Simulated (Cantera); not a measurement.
An adiabatic, constant-volume homogeneous reactor starts with 4.48 % CH3OH, 10.4 % O2, 77.5 % N2, 7.62 % H2O, at 1700 K and 0.987 atm.

Detailed kinetics in Cantera: GRI-Mech 3.0 (53 species, 325 reactions). GRI-Mech 3.0 was tuned for natural gas; its chemistry of methanol as a main component is partial and can be far from experiment.

**Question.** Predict: time of steepest temperature rise; temperature at 1.00 s; equilibrium temperature; x(O2) at 1.00 s; x(H2O) at 1.00 s; x(H2O2) at 1.00 s; x(H) at 1.00 s.

**Answer.** 
| Quantity | Value |
|---|---|
| time of steepest temperature rise | 47.8 µs |
| temperature at 1.00 s | 2477 K |
| equilibrium temperature | 2477 K |
| x(O2) at 1.00 s | 0.0326 (gas-phase equilibrium 0.0326) |
| x(H2O) at 1.00 s | 0.152 (gas-phase equilibrium 0.152) |
| x(H2O2) at 1.00 s | 2.25e-7 (gas-phase equilibrium 2.25e-7) |
| x(H) at 1.00 s | 0.00113 (gas-phase equilibrium 0.00113) |
